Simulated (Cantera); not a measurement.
Charge: 1 mol HBr, 1.5 mol H2, 0.046 mol O2, at 2450 K and 1.00 bar.

Method: chemical equilibrium by Gibbs-energy minimisation in Cantera with the NASA 1993 tables (ideal gas, pure condensed phases). Kinetics and transport are ignored.

| species | before | after |
|---|---|---|
| H2O | 0.0347 | 0.563 |
| Br | 0.0863 | 0.220 |
| HBr | 0.293 | 0.0939 |
| H2 | 0.570 | 0.00902 |
| O2 | 8.00e-8 | 0.0842 |
| OH | 0.000181 | 0.0233 |
| H | 0.0152 | 0.00191 |
| HO2 | <1e-9 | 1.50e-5 |
| O | 3.19e-6 | 0.00327 |
| Br2 | 0.000158 | 0.00103 |
Gas species are given as mole fractions.

### Question
What was changed between the two runs?
(A) temperature from 2450 K to 673 K
(B) O2 from 0.046 to 1.2 mol
(C) O2 from 0.046 to 0.21 mol
(D) O2 from 0.046 to 0.32 mol

### Answer
B, O2 from 0.046 to 1.2 mol
